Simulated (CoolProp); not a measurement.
Properties of carbon monoxide along the isotherm 115.7 K.

Computed with CoolProp (reference Helmholtz-energy equation of state, Lemmon 2006). It is a short technical equation, of lower accuracy than the large ones.

```json
[
 {"p (bar)": "10.9", "phase": "gas", "Z": "(withheld)", "Joule-Thomson coefficient (K/MPa)": "(withheld)"},
 {"p (bar)": "21.9", "phase": "liquid", "Z": "0.1035", "Joule-Thomson coefficient (K/MPa)": "0.2628"},
 {"p (bar)": "32.8", "phase": "liquid", "Z": "(withheld)", "Joule-Thomson coefficient (K/MPa)": "(withheld)"},
 {"p (bar)": "43.7", "phase": "liquid", "Z": "0.2001", "Joule-Thomson coefficient (K/MPa)": "(withheld)"},
 {"p (bar)": "54.7", "phase": "liquid", "Z": "0.2473", "Joule-Thomson coefficient (K/MPa)": "(withheld)"},
 {"p (bar)": "65.6", "phase": "liquid", "Z": "0.2933", "Joule-Thomson coefficient (K/MPa)": "-0.001721"},
 {"p (bar)": "76.5", "phase": "liquid", "Z": "0.3385", "Joule-Thomson coefficient (K/MPa)": "(withheld)"},
 {"p (bar)": "87.5", "phase": "liquid", "Z": "0.3836", "Joule-Thomson coefficient (K/MPa)": "-0.07576"}
]
```

Complete the blanks.


- 10.9, Z: 0.8173
- 10.9, Joule-Thomson coefficient (K/MPa): 14.56
- 32.8, Z: 0.1524
- 32.8, Joule-Thomson coefficient (K/MPa): 0.1719
- 43.7, Joule-Thomson coefficient (K/MPa): 0.1019
- 54.7, Joule-Thomson coefficient (K/MPa): 0.04500
- 76.5, Joule-Thomson coefficient (K/MPa): -0.04133
